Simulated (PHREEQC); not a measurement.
0.23 g of hydrous ferric oxide (600 m²/g; 0.2 weak and 0.005 strong sites per Fe, Dzombak-Morel constants, diffuse double layer) in 1 kg of water with 0.001 mol/kgw of an inert sodium salt and 8.9e-07 mol CuSO4, at 25 °C; the pH is set by adding NaOH or the inert anion's acid. Oxygen is held at 0.21 atm. CO2 from the air is kept out. Nothing may precipitate in this run.

Base run: PHREEQC, ion-association model, wateq4f.dat. Each further column changes one thing. The table gives S sorbed (%).

```tsv
pH	base	no electrostatic term (-no_edl)	background salt from 0.001 to 0.0001 mol/kgw	oxide from 0.23 to 1.2 g/kgw	0.00069 mol/kgw NaF added
3	100.0	0.1	100.0	100.0	99.5
3.75	100.0	0.1	100.0	100.0	98.5
4.12	100.0	0.1	100.0	100.0	97.4
4.88	99.9	0.1	100.0	100.0	91.2
5.25	99.8	0.1	99.9	100.0	84.0
6	96.0	0.1	97.3	99.2	53.9
6.75	49.8	0.2	55.3	83.8	16.6
7.12	16.4	0.2	18.9	50.3	6.5
7.88	0.6	0.2	0.7	3.2	0.5
8.25	0.1	0.2	0.1	0.6	0.1
9	0.0	0.1	0.0	0.0	0.0
```

The database's constant for dissolved Cu(OH)2 is higher than later reviews accept. The oxide is taken as insoluble; below pH 4 it would dissolve.
